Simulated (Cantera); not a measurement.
Feed: 1 mol Cr, 0.17 mol N2O, 310 mol H2, held at 1150 °C and 750 Torr.

These are equilibrium values from Cantera (NASA tables, ideal gas, pure condensed phases), not measurements of a reactor. Candidate condensed phases: Cr, CrN, Cr2N, Cr2O3, H2O; 29 gas species. The numbers say what is thermodynamically allowed, not how fast it happens.

Base state: H2 0.999, H2O 0.000548, N2 0.000547 (mole fractions); condensed: Cr(s).

What changes in the equilibrium state with this change: temperature from 1150 °C to 977 °C?


| species | before | after |
|---|---|---|
| H2 | 0.999 | 0.999 |
| N2 | 0.000547 | 0.000546 |
| H2O | 0.000548 | 0.000169 |
| Cr(s), mol | 1.000 | 0.922 |
| Cr2O3(s), mol | 0 | 0.0392 |
Mutual solubility and eutectic melting of coexisting phases are not modelled.
